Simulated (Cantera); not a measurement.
A perfectly stirred reactor is fed with 1.27 % CO, 1.36 % O₂, 0.00974 % H₂O, 97.4 % N₂, equivalence ratio 0.46, at 500000 Pa; it is held at 1100 K, and followed from long to short residence time.

Detailed kinetics in Cantera: GRI-Mech 3.0 (53 species, 325 reactions).

One state of this run: x CO = 0.00919; x O₂ = 0.0119; x H₂O = 9.65e-5; x N₂O = 8.69e-7; x HO₂ = 4.29e-7; x CO₂ = 0.00348; x H = 5.10e-9. x: mole fraction; the columns are a selection and need not sum to one.

Which value of τ (s) does it belong to?
A. 1.7
B. 5.5
C. 0.50
D. 0.00011

A, 1.7
